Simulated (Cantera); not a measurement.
Input (Python, Cantera) and output of one run.

```python
import numpy as np
import cantera as ct

gas_names = """
    CL2 TiCL3 H2 HCL SiCL2 ALCL
""".split()
cond_names = """
    Ti(a) Ti(b) Ti(L) Si(cr) Si(L) AL(cr) AL(L)
""".split()


# ... load() reads the species with a 1 bar reference pressure and builds the phases ...
species = {s.name: s for s in load("nasa_gas.yaml", gas_names) + load("nasa_condensed.yaml", cond_names)}
# Each term lists the table entries of one substance; the one whose range holds T is used.
reactions = {
    '0.6667 Ti + Cl2(g) = 0.6667 TiCl3(g)':
        [(-0.6666666666666666, ['Ti(a)', 'Ti(b)', 'Ti(L)']), (-1, ['CL2']), (0.6666666666666666, ['TiCL3'])],
    'H2(g) + Cl2(g) = 2 HCl(g)':
        [(-1, ['H2']), (-1, ['CL2']), (2, ['HCL'])],
    'Si + Cl2(g) = SiCl2(g)':
        [(-1, ['Si(cr)', 'Si(L)']), (-1, ['CL2']), (1, ['SiCL2'])],
    '2 Al + Cl2(g) = 2 AlCl(g)':
        [(-2, ['AL(cr)', 'AL(L)']), (-1, ['CL2']), (2, ['ALCL'])],
}


def pick(names, T):
    return next(species[n] for n in names if species[n].thermo.min_temp <= T <= species[n].thermo.max_temp)


results = []
for label, terms in reactions.items():
    print(label)
    print("     T/K   dH/kJ  dS/(J/K)   dG/kJ   log10 K")
    for T in [1048, 1073, 1098, 1123, 1148, 1173, 1198, 1223, 1248]:
        used = [(nu, pick(names, T)) for nu, names in terms]
        dH = sum(nu * s.thermo.h(T) for nu, s in used) / 1e6
        dS = sum(nu * s.thermo.s(T) for nu, s in used) / 1e3
        dG = dH - T * dS / 1e3
        logK = -dG * 1e6 / (ct.gas_constant * T * np.log(10))
        results.append((label, T, dH, dS, dG, logK, [s.name for _, s in used]))
        print(f"{T:8g} {dH:8.1f} {dS:8.1f} {dG:8.1f} {logK:8.2f}")
```

Output:

```
0.6667 Ti + Cl2(g) = 0.6667 TiCl3(g)
     T/K   dH/kJ  dS/(J/K)   dG/kJ   log10 K
    1048   -360.2    -33.3   -325.3    16.21
    1073   -360.3    -33.4   -324.5    15.80
    1098   -360.4    -33.5   -323.6    15.40
    1123   -360.6    -33.7   -322.8    15.01
    1148   -360.9    -33.9   -322.0    14.65
    1173   -363.5    -36.1   -321.1    14.30
    1198   -363.4    -36.1   -320.2    13.96
    1223   -363.4    -36.1   -319.3    13.64
    1248   -363.4    -36.1   -318.4    13.32
H2(g) + Cl2(g) = 2 HCl(g)
     T/K   dH/kJ  dS/(J/K)   dG/kJ   log10 K
    1048   -189.0     12.6   -202.2    10.08
    1073   -189.1     12.5   -202.5     9.86
    1098   -189.2     12.4   -202.8     9.65
    1123   -189.3     12.3   -203.1     9.45
    1148   -189.3     12.3   -203.4     9.26
    1173   -189.4     12.2   -203.7     9.07
    1198   -189.5     12.1   -204.0     8.90
    1223   -189.6     12.1   -204.3     8.73
    1248   -189.7     12.0   -204.6     8.56
Si + Cl2(g) = SiCl2(g)
     T/K   dH/kJ  dS/(J/K)   dG/kJ   log10 K
    1048   -172.4     33.6   -207.6    10.35
    1073   -172.6     33.4   -208.4    10.15
    1098   -172.8     33.2   -209.3     9.96
    1123   -173.0     33.1   -210.1     9.77
    1148   -173.1     32.9   -210.9     9.60
    1173   -173.3     32.8   -211.7     9.43
    1198   -173.5     32.6   -212.6     9.27
    1223   -173.7     32.5   -213.4     9.11
    1248   -173.8     32.3   -214.2     8.96
2 Al + Cl2(g) = 2 AlCl(g)
     T/K   dH/kJ  dS/(J/K)   dG/kJ   log10 K
    1048   -140.1    128.9   -275.2    13.72
    1073   -140.7    128.3   -278.4    13.55
    1098   -141.4    127.7   -281.6    13.40
    1123   -142.0    127.2   -284.8    13.25
    1148   -142.7    126.6   -288.0    13.10
    1173   -143.3    126.1   -291.2    12.97
    1198   -143.9    125.5   -294.3    12.83
    1223   -144.6    125.0   -297.4    12.70
    1248   -145.2    124.5   -300.6    12.58
```

Standard-state values (1 bar) from the NASA 1993 polynomials, evaluated with Cantera. Condensed species are held in their standard states even where they would react or evaporate.
